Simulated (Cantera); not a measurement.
What does this Cantera script print?

```python
import numpy as np
import cantera as ct

gas_names = """
    H HO2 H2 H2O H2O2 O OH O2 O3 Pb PbO Pb2
""".split()
cond_names = """
    H2O(s) H2O(L) Pb(cr) Pb(L) PbO(rd) PbO(yw) PbO(L) PbO2(s) Pb3O4(s)
""".split()


def load(file, names, dense=False):
    # The tables refer to 1 bar. Condensed volumes are neglected.
    table = {s.name: s for s in ct.Species.list_from_file(file)}
    out = []
    for n in names:
        d = dict(table[n].input_data)
        d["thermo"] = dict(d["thermo"], **{"reference-pressure": 1e5})
        if dense:
            d["equation-of-state"] = {"model": "constant-volume", "density": "1e6 g/cm^3"}
        out.append(ct.Species.from_dict(d))
    return out


gas = ct.Solution(thermo="ideal-gas", species=load("nasa_gas.yaml", gas_names))
cond = {s.name: ct.Solution(thermo="fixed-stoichiometry", species=[s], name=s.name)
        for s in load("nasa_condensed.yaml", cond_names, dense=True)}
atoms = {
    'Pb': {'Pb': 1},
    'O2': {'O': 2},
    'H2': {'H': 2},
}
top_T = {'Pb3O4(s)': 820}  # K; cautious upper limits of use, not melting points


def equilibrate(T, P, feed):
    n = {}
    for name, mol in feed.items():
        for a, k in atoms[name].items():
            n[a] = n.get(a, 0.0) + k * mol
    gas.TPX = T, P, n
    mass = sum(n.values()) * gas.mean_molecular_weight
    gas.equilibrate("TP")
    valid = [c for c in cond.values() if c.min_temp <= T <= top_T.get(c.name, c.max_temp)]
    mix = ct.Mixture([(gas, mass / gas.mean_molecular_weight)] + [(c, 0.0) for c in valid])
    mix.T, mix.P = T, P
    mix.equilibrate("TP", solver="vcs", rtol=1e-11, max_steps=5000)
    return mix


results = []
P = 280  # Pa
for T in [573, 673, 773, 873, 973, 1073, 1173, 1273, 1373, 1473, 1573, 1673]:
    for m in [0.038, 0.054, 0.076, 0.11, 0.15, 0.22, 0.31, 0.43, 0.61, 0.87, 1.2, 1.7, 2.5]:
        feed = {'Pb': 1, 'O2': m, 'H2': 0.35}  # mol
        mix = equilibrate(T, P, feed)
        results.append((T, P, feed, dict(zip(mix.species_names, mix.species_moles))))

for T, P, feed, n in results:
    print(f"{T:7g} {feed['O2']:10.4g}  " + (" + ".join(c for c in cond_names if n.get(c, 0) > 1e-12) or "gas only"))
```

Output:

```
    573      0.038  Pb(cr)
    573      0.054  Pb(cr)
    573      0.076  Pb(cr)
    573       0.11  Pb(cr)
    573       0.15  Pb(cr)
    573       0.22  Pb(cr) + PbO(rd)
    573       0.31  Pb(cr) + PbO(rd)
    573       0.43  Pb(cr) + PbO(rd)
    573       0.61  Pb(cr) + PbO(rd)
    573       0.87  PbO(rd)
    573        1.2  PbO(rd)
    573        1.7  PbO(rd)
    573        2.5  PbO(rd)
    673      0.038  Pb(L)
    673      0.054  Pb(L)
    673      0.076  Pb(L)
    673       0.11  Pb(L)
    673       0.15  Pb(L)
    673       0.22  Pb(L) + PbO(rd)
    673       0.31  Pb(L) + PbO(rd)
    673       0.43  Pb(L) + PbO(rd)
    673       0.61  Pb(L) + PbO(rd)
    673       0.87  PbO(rd)
    673        1.2  PbO(rd)
    673        1.7  PbO(rd)
    673        2.5  PbO(rd)
    773      0.038  Pb(L)
    773      0.054  Pb(L)
    773      0.076  Pb(L)
    773       0.11  Pb(L)
    773       0.15  Pb(L)
    773       0.22  Pb(L) + PbO(yw)
    773       0.31  Pb(L) + PbO(yw)
    773       0.43  Pb(L) + PbO(yw)
    773       0.61  Pb(L) + PbO(yw)
    773       0.87  PbO(yw)
    773        1.2  PbO(yw)
    773        1.7  PbO(yw)
    773        2.5  PbO(yw)
    873      0.038  Pb(L)
    873      0.054  Pb(L)
    873      0.076  Pb(L)
    873       0.11  Pb(L)
    873       0.15  Pb(L)
    873       0.22  Pb(L) + PbO(yw)
    873       0.31  Pb(L) + PbO(yw)
    873       0.43  Pb(L) + PbO(yw)
    873       0.61  Pb(L) + PbO(yw)
    873       0.87  PbO(yw)
    873        1.2  PbO(yw)
    873        1.7  PbO(yw)
    873        2.5  PbO(yw)
    973      0.038  Pb(L)
    973      0.054  Pb(L)
    973      0.076  Pb(L)
    973       0.11  Pb(L)
    973       0.15  Pb(L)
    973       0.22  Pb(L) + PbO(yw)
    973       0.31  Pb(L) + PbO(yw)
    973       0.43  Pb(L) + PbO(yw)
    973       0.61  Pb(L) + PbO(yw)
    973       0.87  PbO(yw)
    973        1.2  PbO(yw)
    973        1.7  PbO(yw)
    973        2.5  PbO(yw)
   1073      0.038  Pb(L)
   1073      0.054  Pb(L)
   1073      0.076  Pb(L)
   1073       0.11  Pb(L)
   1073       0.15  Pb(L)
   1073       0.22  Pb(L) + PbO(yw)
   1073       0.31  Pb(L) + PbO(yw)
   1073       0.43  Pb(L) + PbO(yw)
   1073       0.61  Pb(L) + PbO(yw)
   1073       0.87  PbO(yw)
   1073        1.2  PbO(yw)
   1073        1.7  PbO(yw)
   1073        2.5  PbO(yw)
   1173      0.038  Pb(L)
   1173      0.054  Pb(L)
   1173      0.076  Pb(L)
   1173       0.11  Pb(L)
   1173       0.15  Pb(L)
   1173       0.22  Pb(L) + PbO(L)
   1173       0.31  Pb(L) + PbO(L)
   1173       0.43  Pb(L) + PbO(L)
   1173       0.61  Pb(L) + PbO(L)
   1173       0.87  PbO(L)
   1173        1.2  PbO(L)
   1173        1.7  PbO(L)
   1173        2.5  PbO(L)
   1273      0.038  Pb(L)
   1273      0.054  Pb(L)
   1273      0.076  Pb(L)
   1273       0.11  Pb(L)
   1273       0.15  Pb(L)
   1273       0.22  Pb(L)
   1273       0.31  PbO(L)
   1273       0.43  PbO(L)
   1273       0.61  PbO(L)
   1273       0.87  PbO(L)
   1273        1.2  PbO(L)
   1273        1.7  PbO(L)
   1273        2.5  PbO(L)
   1373      0.038  gas only
   1373      0.054  gas only
   1373      0.076  gas only
   1373       0.11  gas only
   1373       0.15  gas only
   1373       0.22  gas only
   1373       0.31  gas only
   1373       0.43  gas only
   1373       0.61  PbO(L)
   1373       0.87  PbO(L)
   1373        1.2  gas only
   1373        1.7  gas only
   1373        2.5  gas only
   1473      0.038  gas only
   1473      0.054  gas only
   1473      0.076  gas only
   1473       0.11  gas only
   1473       0.15  gas only
   1473       0.22  gas only
   1473       0.31  gas only
   1473       0.43  gas only
   1473       0.61  gas only
   1473       0.87  gas only
   1473        1.2  gas only
   1473        1.7  gas only
   1473        2.5  gas only
   1573      0.038  gas only
   1573      0.054  gas only
   1573      0.076  gas only
   1573       0.11  gas only
   1573       0.15  gas only
   1573       0.22  gas only
   1573       0.31  gas only
   1573       0.43  gas only
   1573       0.61  gas only
   1573       0.87  gas only
   1573        1.2  gas only
   1573        1.7  gas only
   1573        2.5  gas only
   1673      0.038  gas only
   1673      0.054  gas only
   1673      0.076  gas only
   1673       0.11  gas only
   1673       0.15  gas only
   1673       0.22  gas only
   1673       0.31  gas only
   1673       0.43  gas only
   1673       0.61  gas only
   1673       0.87  gas only
   1673        1.2  gas only
   1673        1.7  gas only
   1673        2.5  gas only
```

Method: chemical equilibrium by Gibbs-energy minimisation in Cantera with the NASA 1993 tables (ideal gas, pure condensed phases). Each liquid is taken as pure. Mutual solubility and eutectic melting of coexisting phases are not modelled.
